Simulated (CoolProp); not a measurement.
Vapour-liquid equilibrium of propylene (1) + isobutane (2) at 1.27 MPa; x and y are mole fractions of (1).

Model: multi-fluid Helmholtz-energy mixture model, Lemmon 2013 and Bücker 2006; pair parameters Bell 2016, in CoolProp.

Q: Give the bubble temperature and the first vapour's composition at x = 0.35, 0.45, 0.75. Is there an azeotrope?

A: x = 0.35: 330.5 K, y = 0.509; x = 0.45: 326.5 K, y = 0.610; x = 0.75: 313.5 K, y = 0.875. No azeotrope shows between x = 0.05 and 0.95.

The pair parameters rest on a limited set of measurements; away from them the model extrapolates. The gap from Raoult's law changes sign with composition, which may be real or a fault of the pair parameters; it wasn't checked against measurements.
